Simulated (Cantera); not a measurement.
Input: 1 mol Si2H6, 0.44 mol Cl2, 120 mol H2, at 1223.15 K and 31.0 mbar.

Cantera equilibrium calculation (NASA polynomials, part measured and part estimated; ideal gas, pure solids and liquids). Candidate condensed phases: Si; 19 gas species. The feed counts by its element totals alone. Rates play no part.

Base state: H2 0.993, HCl 0.00687, SiCl2 0.000116 (mole fractions); condensed: Si(s).

What changes in the equilibrium state with this change: Cl2 from 0.44 to 0.024 mol?


```json
[
 {"species": "H2", "before": "0.993", "after": "1.000"},
 {"species": "HCl", "before": "0.00687", "after": "0.000389"},
 {"species": "SiCl2", "before": "0.000116", "after": "3.69e-7"},
 {"species": "Si(s), mol", "before": "1.98", "after": "2.00"}
]
```
